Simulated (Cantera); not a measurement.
Transport properties of process gases

Gas mixture: C2H6 : C3H8 = 0.14 : 0.39 (molar parts), at 0.0263 atm, frozen composition.

Cantera's kinetic-theory transport with the Lennard-Jones parameters of GRI-Mech 3.0, ideal gas; thermal conductivity in the mixture-averaged form. The composition is frozen, though it would react at the higher temperatures.

```tsv
T (K)	ρ (kg/m³)	cp (J/kg/K)	μ (µPa s)	λ (mW/m/K)	Pr	D (cm²/s) H2O	D (cm²/s) OH	D (cm²/s) CH3
400	0.0324	2140	11.2	31.9	0.751	8.22	11.8	8.66
600	0.0216	2928	15.9	62.1	0.751	18.1	24.0	18.0
800	0.0162	3527	20.0	93.7	0.752	31.0	39.2	29.7
1000	0.0130	3983	23.6	125	0.753	46.5	57.1	43.5
1200	0.0108	4303	26.9	155	0.748	64.3	77.6	59.3
1400	0.00925	4565	29.9	183	0.746	84.3	100	76.9
1600	0.00809	4778	32.7	210	0.745	106	125	96.2
1800	0.00720	4949	35.4	236	0.744	130	153	117
2000	0.00648	5085	38.0	260	0.744	156	182	140
```
D: mixture-averaged diffusion coefficient of that species in the mixture.
